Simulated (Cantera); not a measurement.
A closed system holds: 1 mol FeS, 3.6 mol SO2, 0.63 mol N2, at 27.0 mbar.

These are equilibrium values from Cantera (NASA tables, ideal gas, pure condensed phases), not measurements of a reactor. Candidate condensed phases: Fe, FeO, FeS, FeSO4, FeS2, Fe2O3, Fe2(SO4)3, Fe3O4, S; 19 gas species. Mutual solubility and eutectic melting of coexisting phases are not modelled. FeS: taken at fixed stoichiometry. Gases not in the tables: S3 to S7. Rates play no part.

**Question.** At 1073 K, list the 5 most abundant gas species with their mole fractions, and the condensed phases.

**Answer.** SO2 0.792, N2 0.147, S2 0.0580, S2O 0.00241, SO 0.000192. Condensed: FeS(s) + Fe3O4(s).
